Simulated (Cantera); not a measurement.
An isothermal, constant-pressure homogeneous reactor starts with 1.69 % C2H6, 98.3 % N2, at 1098 K and 10.00 Torr.

Computed with Cantera and GRI-Mech 3.0 (53 species, 325 reactions). GRI-Mech 3.0 stops at C3 and has no aromatics, soot or wall deposition, so with more carbon than oxygen in the feed, carbon stays in small species such as C2H2 where larger ones or solid carbon would form. Radical loss at walls, strong at low pressure, is not modelled.

**Question.** Predict: x(C2H6) at 100 s; x(CH4) at 100 s; x(CH3) at 100 s; x(C2H4) at 100 s; x(H2) at 100 s; x(H) at 100 s.

**Answer.** 
- x(C2H6) at 100 s = 1.73e-6 (gas-phase equilibrium 3.24e-8)
- x(CH4) at 100 s = 0.00202 (gas-phase equilibrium 0.00159)
- x(CH3) at 100 s = 1.40e-7 (gas-phase equilibrium 3.60e-8)
- x(C2H4) at 100 s = 0.00741 (gas-phase equilibrium 0.000139)
- x(H2) at 100 s = 0.0227 (gas-phase equilibrium 0.0303)
- x(H) at 100 s = 8.94e-8 (gas-phase equilibrium 3.75e-8)
